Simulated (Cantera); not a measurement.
Charge: 1 mol Si2Cl6, 0.076 mol HCl, 10 mol N2.

Equilibrium computed with Cantera from the NASA thermochemical tables; the gas is ideal and each condensed phase is pure. Candidate condensed phases: NH4Cl, Si, Si3N4; 28 gas species. The feed counts by its element totals alone. N2 is the only nitrogen source here; it is nearly inert below about 1500 K, so the nitride shown seldom forms there in practice. The tables' values for SiCl3 are old estimates. Rates play no part.

Stable condensed phases, one row left out:

```
T in K \ P in Pa
            100    300    880   2600   7700  23000  68000 200000
   1598       A      A      A      A      A      B      B      B
   1573       A      A      A      A      A      B      B      B
   1548       A      A      A      A      A      B      B      B
   1498       A      A      A      A      B      B      B      B
   1473       A      A      A      B      B      B      B      B
   1448       A      A      A      B      B      B      B      B
   1423       A      A      B      B      B      B      B      B
   1398       A      A      B      B      B      B      B      B
   1373       A      B      B      B      B      B      B      B
   1348       A      B      B      B      B      B      B      B
   1323       B      B      B      B      B      B      B      B
```

A: gas only; B: Si3N4.

Task: Give the row for 1523 K.

Result: 100: gas only; 300: gas only; 880: gas only; 2600: gas only; 7700: Si3N4; 23000: Si3N4; 68000: Si3N4; 200000: Si3N4.
